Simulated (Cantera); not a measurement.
A closed system holds: 1 mol TiC, 0.92 mol H₂, equilibrated at 82.0 mbar.

These are equilibrium values from Cantera (NASA tables, ideal gas, pure condensed phases), not measurements of a reactor. Candidate condensed phases: C, C₆H₆, C₇H₈, C₈H₁₈, Ti, TiC; 89 gas species. Ions and electrons are included (thermal ionisation). TiC: taken at fixed stoichiometry. Equilibrium is a limit: real reactors are often held back by kinetics, nucleation or transport.

Problem. Which condensed phases are stable at each of these points (T (K)): 2500, 3000, 3500, 4000, 4500, 5000?

Solution. 
| T (K) | condensed phases | Ti condensed (%) |
|---|---|---|
| 2500 | TiC(s) | 100.0 |
| 3000 | TiC(s) | 98.8 |
| 3500 | TiC(l) | 51.0 |
| 4000 | gas only | 0.0 |
| 4500 | gas only | 0.0 |
| 5000 | gas only | 0.0 |

From 2500 K to 3000 K the condensed part is TiC(s). At 3500 K the condensed part is TiC(l). From 4000 K to 5000 K nothing is condensed.
